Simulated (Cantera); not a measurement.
Feed: 1 mol Si, 3.9 mol HCl, 0.84 mol H₂, at 327 °C and 1.00 bar.

Cantera equilibrium calculation (NASA polynomials, part measured and part estimated; ideal gas, pure solids and liquids). Candidate condensed phases: Si; 19 gas species. The numbers say what is thermodynamically allowed, not how fast it happens.

Base state: H₂ 0.732, SiCl₄ 0.241, SiHCl₃ 0.0266, HCl 0.000182, SiH₂Cl₂ 0.000148 (mole fractions); condensed: gas only.

**Question.** What changes in the equilibrium state with this change: HCl from 3.9 to 5.9 mol?

**Answer.** 
| species | before | after |
|---|---|---|
| H₂ | 0.732 | 0.495 |
| HCl | 0.000182 | 0.331 |
| SiCl₄ | 0.241 | 0.174 |
| SiHCl₃ | 0.0266 | 7.16e-6 |
| SiH₂Cl₂ | 0.000148 | <1e-9 |
